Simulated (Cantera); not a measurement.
Charge: 1 mol N2O, 4.6 mol H2, 7.5 mol N2, at 752 °C and 43.0 Pa.

Cantera equilibrium calculation (NASA polynomials, part measured and part estimated; ideal gas, pure solids and liquids). Candidate condensed phases: H2O; 24 gas species. Rates play no part.

Base state: N2 0.649, H2 0.275, H2O 0.0763 (mole fractions); condensed: gas only.

### Question
What changes in the equilibrium state with this change: temperature from 752 °C to 1577 °C?

### Answer
```csv
species,before,after
N2,0.649,0.644
H2,0.275,0.266
H2O,0.0763,0.0755
H,1.10e-7,0.0134
OH,<1e-9,0.000281
NO,<1e-9,1.12e-5
O,<1e-9,1.08e-5
```
